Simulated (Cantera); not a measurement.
## Stirred combustor or abatement burner

A perfectly stirred reactor is fed with CH₄ : H₂ : O₂ : N₂ = 1 : 0.073 : 1.45 : 5.47 (molar parts), equivalence ratio 1.4, at 10.0 bar; it is adiabatic with a 500 K inlet, and is followed from long to short residence time, starting on the burning branch (τ in s: 0.4, 0.11, 0.03, 0.0084, 0.0023, 0.00065, 0.00018, 4.9e-05, 1.4e-05, 3.8e-06).

Model: GRI-Mech 3.0 (53 species, 325 reactions), integrated in Cantera.

```csv
τ (s),T (K),x CH₄,x H₂,x O₂,x C₂H,x CH₃
0.40,2124,5.39e-5,0.0626,8.24e-6,9.41e-11,4.95e-6
0.11,2124,0.000174,0.0623,2.76e-5,1.02e-9,1.66e-5
0.030,2125,0.000524,0.0613,9.54e-5,9.45e-9,5.26e-5
0.0084,2127,0.00130,0.0588,0.000315,5.72e-8,0.000142
0.0023,2126,0.00261,0.0541,0.00102,2.11e-7,0.000329
0.00065,2111,0.00441,0.0485,0.00306,4.76e-7,0.000648
0.00018,2042,0.00794,0.0426,0.0102,6.31e-7,0.00117
4.9e-5,500,0.125,0.00913,0.181,<1e-12,<1e-12
1.4e-5,500,0.125,0.00913,0.181,<1e-12,<1e-12
3.8e-6,500,0.125,0.00913,0.181,<1e-12,<1e-12
```
x: mole fraction; the columns are a selection and need not sum to one.
